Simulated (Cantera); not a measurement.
# Equilibrium for nitride etching: BN + Cl2 + N2 + H2

Charge: 1 mol BN, 16 mol Cl2, 4.8 mol N2, 3.6 mol H2, at 140 Pa.

These are equilibrium values from Cantera (NASA tables, ideal gas, pure condensed phases), not measurements of a reactor. Candidate condensed phases: B, BN, NH4Cl; 21 gas species. The tables' values for BCl2, BCl are old estimates; treat these amounts as uncertain. Kinetics and transport are ignored.

```csv
T (°C),log p Cl,log p Cl2,log p HCl,log p N2,log p BCl3,log p BCl2
775,-4.72,-3.21,-3.39,-3.52,-4.24,-13.87
850,-4.31,-3.23,-3.39,-3.52,-4.25,-12.80
925,-3.97,-3.26,-3.40,-3.53,-4.26,-11.85
1000,-3.68,-3.33,-3.42,-3.55,-4.28,-11.01
1075,-3.45,-3.44,-3.44,-3.58,-4.30,-10.25
1150,-3.28,-3.61,-3.47,-3.61,-4.33,-9.54
1225,-3.17,-3.86,-3.50,-3.64,-4.36,-8.86
1300,-3.11,-4.17,-3.52,-3.66,-4.38,-8.20
1375,-3.09,-4.49,-3.53,-3.67,-4.39,-7.56
1450,-3.07,-4.82,-3.54,-3.67,-4.40,-6.97
1525,-3.07,-5.13,-3.54,-3.68,-4.40,-6.42
1600,-3.07,-5.42,-3.54,-3.68,-4.42,-5.91
```
log p: log10 of the partial pressure in bar; nothing condenses.

From 775 °C to 1600 °C nothing is condensed. The main B-bearing gas is BCl3 throughout.
